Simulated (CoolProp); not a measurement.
Vapour-liquid equilibrium of hydrogen sulfide (1) + propane (2) at 205.9 K; x and y are mole fractions of (1).

Values from CoolProp's multi-fluid Helmholtz-energy mixture model, Lemmon 2006 and Lemmon 2009; pair parameters Kunz 2012.

```tsv
x	bubble pressure, mixture model (MPa)	bubble pressure, Raoult's law (MPa)	y, mixture model	y, Raoult's law
0.05	0.04264	0.03072	0.355	0.114
0.125	0.05723	0.03384	0.546	0.260
0.2	0.06640	0.03696	0.628	0.380
0.275	0.07201	0.04008	0.671	0.482
0.35	0.07534	0.04320	0.697	0.569
0.425	0.07726	0.04633	0.713	0.645
0.5	0.07836	0.04945	0.724	0.710
0.575	0.07902	0.05257	0.732	0.768
0.65	0.07947	0.05569	0.741	0.820
0.725	0.07976	0.05881	0.753	0.866
0.8	0.07973	0.06193	0.773	0.908
0.875	0.07878	0.06505	0.811	0.945
0.95	0.07544	0.06818	0.891	0.979
```

The largest gap from Raoult's law is +79.7 % in bubble pressure, at x = 0.275. y crosses x between x = 0.725 and 0.8: the model has an azeotrope there.

The pair parameters rest on a limited set of measurements; away from them the model extrapolates. With so large a gap from Raoult's law the liquid may split in two, which this calculation doesn't test in full.
